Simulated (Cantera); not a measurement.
Gas-phase reforming

An isothermal, constant-pressure homogeneous reactor starts with CH4 : H2O = 1 : 0.83 (molar parts), at 1650 K and 1.78 atm.

Computed with Cantera and GRI-Mech 3.0 (53 species, 325 reactions).

| t (s) | x CH4 | x H2O | x H | x O2 | x CH3 |
|---|---|---|---|---|---|
| 0.000300 | 0.535 | 0.452 | 1.86e-6 | 6.60e-12 | 0.00104 |
| 0.000668 | 0.515 | 0.448 | 4.14e-6 | 2.59e-11 | 0.00118 |
| 0.00149 | 0.471 | 0.437 | 8.46e-6 | 5.97e-11 | 0.00106 |
| 0.00331 | 0.400 | 0.414 | 1.46e-5 | 6.58e-11 | 0.000814 |
| 0.00737 | 0.309 | 0.384 | 2.19e-5 | 3.72e-11 | 0.000588 |
| 0.0164 | 0.214 | 0.352 | 2.99e-5 | 1.71e-11 | 0.000396 |
| 0.0366 | 0.132 | 0.320 | 3.80e-5 | 1.03e-11 | 0.000248 |
| 0.0814 | 0.0801 | 0.287 | 4.51e-5 | 7.43e-12 | 0.000155 |
| 0.181 | 0.0601 | 0.246 | 4.94e-5 | 5.39e-12 | 0.000116 |
| 0.403 | 0.0548 | 0.194 | 5.15e-5 | 3.35e-12 | 0.000101 |
| 0.898 | 0.0496 | 0.136 | 5.34e-5 | 1.71e-12 | 8.78e-5 |
| 2.00 | 0.0427 | 0.0833 | 5.52e-5 | <1e-12 | 7.30e-5 |
x: mole fraction; the columns are a selection and need not sum to one.

Equilibrium at this temperature and pressure: CH4 0.0232, H2O 1.07e-5, H 5.84e-5, O2 <1e-12, CH3 3.75e-5 (gas phase only).
